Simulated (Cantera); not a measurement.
A freely propagating, adiabatic, planar premixed flame of CH₃OH : O₂ : N₂ = 1 : 1.25 : 4.7 (molar parts), unburnt at 625 K and 10.0 bar; mixture-averaged transport, grid criteria slope 0.08 and curve 0.16, no radiation.

Detailed kinetics in Cantera: GRI-Mech 3.0 (53 species, 325 reactions). GRI-Mech 3.0 was tuned for natural gas; its chemistry of methanol as a main component is partial and can be far from experiment. Burning velocities carry a grid error of a few per cent, more on coarse grids.

Question: What does this change do: N2 4.7 to 5.9 parts?

Answer: 
```tsv
quantity	before	after
laminar burning velocity	99.7 cm/s	71.4 cm/s
thermal thickness	0.0350 mm	0.0444 mm
peak x(CH₂)	8.00e-6	4.60e-6
peak x(CH₃)	0.000139	8.27e-5
```
